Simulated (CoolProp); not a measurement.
Model: reference Helmholtz-energy equation of state, Kamei 1995, in CoolProp.

Give the vapour pressure (bar), liquid density (kg/m³), liquid cp (kJ/(kg K)), liquid viscosity (µPa s) of saturated R22 at 254.8, 292.9 K.


| T (K) | p (bar) | liquid density (kg/m³) | liquid cp (kJ/(kg K)) | liquid viscosity (µPa s) |
|---|---|---|---|---|
| 254.8 | 2.61 | 1340 | 1.13 | 214 |
| 292.9 | 9.04 | 1210 | 1.23 | 135 |

Viscosity comes from a separate model (Bell 2016), an estimate that may be off by 10 % or more.
